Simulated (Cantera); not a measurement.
What does this Cantera script print?

```python
import numpy as np
import cantera as ct

gas_names = """
    B BH BH2 BH3 BO BO2 B2 B2O B2O2 B2O3 B3O3H3 H HBO HBO2 HO2 H2 H2O H2O2 H3B3O6 O OH O2 O3
""".split()
cond_names = """
    B(b) B(L) B2O3(L) B3O3H3(cr) H2O(s) H2O(L)
""".split()


# ... load() reads the species with a 1 bar reference pressure and builds the phases ...
atoms = {
    'B': {'B': 1},
    'O2': {'O': 2},
    'H2': {'H': 2},
}
top_T = {}  # K; cautious upper limits of use, not melting points


# ... equilibrate(T, P, feed) seeds the gas with the atoms and calls Mixture.equilibrate('TP', solver="vcs", rtol=1e-11, max_steps=5000) ...
results = []
feed = {'B': 1, 'O2': 1.7, 'H2': 52}  # mol
T = 1700  # K
P = 23  # Pa
mix = equilibrate(T, P, feed)
results.append((T, P, feed, dict(zip(mix.species_names, mix.species_moles))))
print(gas.report(threshold=1e-05))
for i in range(1, mix.n_phases):
    print(f"{mix.phase(i).name:16s} {mix.phase_moles(i):12.5e} mol")
```

It prints:

```
       temperature   1700 K
          pressure   23 Pa
           density   5.2449e-06 kg/m^3
  mean mol. weight   3.2232 kg/kmol
   phase of matter   gas

                          1 kg             1 kmol
                     ---------------   ---------------
          enthalpy        9.0737e+06        2.9247e+07  J
   internal energy        4.6885e+06        1.5112e+07  J
           entropy             80564        2.5967e+05  J/K
    Gibbs function       -1.2788e+08        -4.122e+08  J
 heat capacity c_p             10620             34231  J/K
 heat capacity c_v            8040.5             25916  J/K

                      mass frac. Y      mole frac. X     chem. pot. / RT
                     ---------------   ---------------   ---------------
                BO         0.0015117        0.00018175           -44.904
               BO2        0.00013949        1.0503e-05           -73.329
              B2O3          0.012761        0.00059082           -118.23
                 H         0.0029521         0.0094397           -13.705
               HBO         0.0078408        0.00090852           -58.609
              HBO2           0.22655          0.016665           -87.034
                H2           0.59042           0.94397            -27.41
               H2O           0.15768          0.028213           -55.835
                OH        7.6921e-05        1.4578e-05            -42.13
     [  +14 minor]        6.7941e-05        4.1668e-06

B(b)              0.00000e+00 mol
B2O3(L)           0.00000e+00 mol
B3O3H3(cr)        0.00000e+00 mol
```

These are equilibrium values from Cantera (NASA tables, ideal gas, pure condensed phases), not measurements of a reactor.
